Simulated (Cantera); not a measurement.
Feed: 1 mol Si₂Cl₆, 1.4 mol HCl, 330 mol H₂, at 1.33 mbar.

Cantera equilibrium calculation (NASA polynomials, part measured and part estimated; ideal gas, pure solids and liquids). Candidate condensed phases: Si; 19 gas species. The feed counts by its element totals alone. Gases not in the tables: Si₂H₆ and higher silanes. Equilibrium is a limit: real reactors are often held back by kinetics, nucleation or transport.

Question: Which condensed phases are stable at each of these points (T (°C)): 575, 675, 775, 875, 975, 1075, 1175, 1275, 1375, 1475?

Answer: 
| T (°C) | condensed phases | Si condensed (%) |
|---|---|---|
| 575 | Si(s) | 27.3 |
| 675 | Si(s) | 59.9 |
| 775 | Si(s) | 81.6 |
| 875 | Si(s) | 83.8 |
| 975 | Si(s) | 82.5 |
| 1075 | Si(s) | 81.0 |
| 1175 | Si(s) | 79.5 |
| 1275 | Si(s) | 77.7 |
| 1375 | Si(s) | 73.1 |
| 1475 | Si(l) | 57.2 |

From 575 °C to 1375 °C the condensed part is Si(s). At 1475 °C the condensed part is Si(l).
